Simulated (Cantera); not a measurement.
## Thermodynamics of abatement and gas-phase synthesis, feed CS2 + H2

Feed: 1 mol CS2, a varied amount of H2, at 2525 K and 2550 Torr.

These are equilibrium values from Cantera (NASA tables, ideal gas, pure condensed phases), not measurements of a reactor. Candidate condensed phases: C, C6H6, C7H8, C8H18, S; 83 gas species. The numbers say what is thermodynamically allowed, not how fast it happens.

From 0.043 mol H2 to 0.46 mol H2 the condensed part is C(graphite). The main C-bearing gas is CS2 throughout.

```tsv
n(H2) (mol)	x CS2	x CS	x H2	x S2	x SH	x H2S	n C(graphite)
0.043	0.514	0.293	0.0249	0.141	0.0106	0.00329	0.00791
0.053	0.509	0.291	0.0311	0.140	0.0118	0.00409	0.00809
0.066	0.502	0.289	0.0391	0.138	0.0132	0.00510	0.00824
0.081	0.494	0.287	0.0482	0.136	0.0145	0.00624	0.00832
0.1	0.485	0.284	0.0595	0.133	0.0160	0.00764	0.00833
0.13	0.471	0.280	0.0770	0.130	0.0179	0.00974	0.00816
0.16	0.458	0.276	0.0938	0.126	0.0195	0.0117	0.00785
0.19	0.445	0.272	0.110	0.122	0.0208	0.0135	0.00743
0.24	0.426	0.266	0.136	0.117	0.0226	0.0163	0.00657
0.3	0.404	0.259	0.165	0.111	0.0243	0.0193	0.00532
0.37	0.381	0.252	0.196	0.105	0.0257	0.0223	0.00367
0.46	0.355	0.243	0.233	0.0977	0.0271	0.0256	0.00133
```
x: gas mole fraction; n: condensed amount in mol.
